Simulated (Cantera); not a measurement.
What does this Cantera script print?

```python
import numpy as np
import cantera as ct

gas_names = """
    N NO NO2 NO3 N2 N2O O O2 O3 Pb PbO Pb2
""".split()
cond_names = """
    Pb(cr) Pb(L) PbO(rd) PbO(yw) PbO(L) PbO2(s) Pb3O4(s)
""".split()


# ... load() reads the species with a 1 bar reference pressure and builds the phases ...
atoms = {
    'PbO': {'Pb': 1, 'O': 1},
    'N2': {'N': 2},
}
top_T = {'Pb3O4(s)': 820}  # K; cautious upper limits of use, not melting points


# ... equilibrate(T, P, feed) seeds the gas with the atoms and calls Mixture.equilibrate('TP', solver="vcs", rtol=1e-11, max_steps=5000) ...
results = []
feed = {'PbO': 1, 'N2': 24}  # mol
P = 9700  # Pa
for T in [925, 1025, 1125, 1225, 1325, 1425, 1525]:
    mix = equilibrate(T, P, feed)
    results.append((T, P, feed, dict(zip(mix.species_names, mix.species_moles))))

top = {s: max(r[3][s] / sum(r[3][g] for g in gas_names) for r in results) for s in gas_names}
cols = sorted((s for s in top if top[s] > 0.0001), key=lambda s: -top[s])[:7]
seen = [c for c in cond_names if any(r[3].get(c, 0) > 1e-12 for r in results)]
print("log10 of partial pressures in bar; condensed amounts in mol")
print(f"{'T/K':>10s}" + "".join(f"{s[:9]:>10s}" for s in cols + seen))
for T, P, feed, n in results:
    ng = sum(n[g] for g in gas_names)
    print(f"{T:10.4g}" + "".join(f"{np.log10(max(n[s] / ng * P / 1e5, 1e-99)):10.3f}" for s in cols)
          + "".join(f"{n.get(c, 0):10.4g}" for c in seen))
```

Output:

```
log10 of partial pressures in bar; condensed amounts in mol
       T/K        N2       PbO        Pb        O2        NO   PbO(yw)    PbO(L)
       925    -1.013    -7.691    -8.367    -8.714    -9.365         1         0
      1025    -1.013    -6.164    -6.894    -7.222    -8.115    0.9998         0
      1125    -1.013    -4.919    -5.687    -6.005    -7.093    0.9965         0
      1225    -1.014    -3.947    -4.722    -5.036    -6.262         0    0.9673
      1325    -1.017    -3.161    -3.928    -4.239    -5.571         0    0.7983
      1425    -1.032    -2.493    -3.250    -3.559    -4.985         0   0.02446
      1525    -1.033    -2.522    -3.066    -3.378    -4.675         0         0
```

These are equilibrium values from Cantera (NASA tables, ideal gas, pure condensed phases), not measurements of a reactor. Gases not in the tables: (PbO)n polymers.
